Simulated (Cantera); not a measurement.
Charge: 1 mol Si, 1.4 mol HF, at 227 °C and 0.00133 bar.

Equilibrium computed with Cantera from the NASA thermochemical tables; the gas is ideal and each condensed phase is pure. Candidate condensed phases: Si; 25 gas species. Kinetics and transport are ignored.

Base state: H2 0.666, SiF4 0.332, SiHF3 0.00273, SiH2F2 1.91e-5 (mole fractions); condensed: Si(s).

### Question
What changes in the equilibrium state with this change: HF from 1.4 to 7.2 mol?

### Answer
| species | before | after |
|---|---|---|
| HF | <1e-9 | 0.516 |
| H2 | 0.666 | 0.323 |
| SiF4 | 0.332 | 0.161 |
| SiHF3 | 0.00273 | <1e-9 |
| SiH2F2 | 1.91e-5 | <1e-9 |
| Si(s), mol | 0.649 | 0 |
